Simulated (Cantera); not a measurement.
Cantera with NASA thermochemical tables; ideal gases at 1 bar, condensed phases pure. Values are per mole of reaction as written; species without (g) are pure solids or liquids, kept so even where they would boil at 1 bar.

Between 300 and 2323 K, where is each reaction favourable under standard conditions?
- 2 F(g) + Ca(g) ⇌ CaF₂
- 2 HF(g) + CaCl₂ ⇌ Ca(g) + 2 HCl(g) + F₂(g)


- 2 F(g) + Ca(g) ⇌ CaF₂: ΔG° is -1441 kJ at 300 K and -691 kJ at 2323 K; it stays negative (K > 1). ΔH° is -1463 kJ and ΔS° -332 J/K at 2323 K.
- 2 HF(g) + CaCl₂ ⇌ Ca(g) + 2 HCl(g) + F₂(g): ΔG° is 1250 kJ at 300 K and 791 kJ at 2323 K; it stays positive (K < 1). ΔH° is 1238 kJ and ΔS° 192 J/K at 2323 K.
